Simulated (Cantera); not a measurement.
A freely propagating, adiabatic, planar premixed flame of H₂ : O₂ : N₂ = 1 : 0.385 : 1.69 (molar parts), equivalence ratio 1.3, unburnt at 448 K and 195 Torr; unity-Lewis-number transport, grid criteria slope 0.08 and curve 0.16, no radiation.

Model: the H2/O2 subset of GRI-Mech 3.0, which has no nitrogen chemistry, integrated in Cantera. Unity Lewis numbers drop preferential diffusion, which matters most where H2 and H carry the flame. Burning velocities carry a grid error of a few per cent, more on coarse grids.

x: mole fraction of selected species; z is measured from the peak of heat release.

| z (mm) | T (K) | u (m/s) | x H₂ | x O₂ | x O | x H₂O₂ | x H | x OH |
|---|---|---|---|---|---|---|---|---|
| -5.82 | 448 | 2.45 | 0.325 | 0.125 | <1e-8 | <1e-8 | <1e-8 | <1e-8 |
| -3.88 | 448 | 2.45 | 0.325 | 0.125 | <1e-8 | <1e-8 | <1e-8 | <1e-8 |
| -2.91 | 448 | 2.45 | 0.325 | 0.125 | <1e-8 | <1e-8 | <1e-8 | <1e-8 |
| -1.94 | 448 | 2.45 | 0.325 | 0.125 | (withheld) | (withheld) | <1e-8 | <1e-8 |
| -0.969 | 474 | 2.59 | 0.322 | 0.124 | (withheld) | (withheld) | (withheld) | (withheld) |
| -0.485 | 696 | 3.75 | 0.293 | 0.109 | 0.000230 | 3.91e-6 | 0.00443 | 0.000305 |
| 0 | 1130 | 5.93 | 0.168 | 0.0562 | 0.00413 | 7.40e-7 | 0.0542 | 0.00214 |
| 0.485 | 1391 | 7.17 | 0.0816 | 0.0181 | 0.00770 | 8.81e-7 | 0.0889 | 0.00591 |
| 0.969 | 1514 | 7.74 | 0.0738 | 0.0117 | 0.00767 | 7.14e-7 | 0.0824 | 0.00779 |
| 1.94 | 1652 | 8.35 | 0.0771 | 0.00924 | 0.00664 | 4.32e-7 | 0.0671 | 0.00933 |
| 3.88 | 1795 | 8.97 | 0.0802 | 0.00696 | 0.00513 | 2.25e-7 | 0.0516 | 0.0103 |
| 7.76 | 1935 | 9.56 | 0.0820 | 0.00470 | 0.00347 | 1.14e-7 | 0.0374 | 0.0102 |
| 15.5 | 2058 | 10.1 | 0.0828 | 0.00278 | 0.00203 | 6.05e-8 | 0.0257 | 0.00904 |

**Question.** Complete the blanks.

**Answer.** 
- -1.94, x O: 2.59e-8
- -1.94, x H₂O₂: 6.12e-8
- -0.969, x O: 5.38e-6
- -0.969, x H₂O₂: 3.31e-6
- -0.969, x H: 1.93e-5
- -0.969, x OH: 7.83e-6
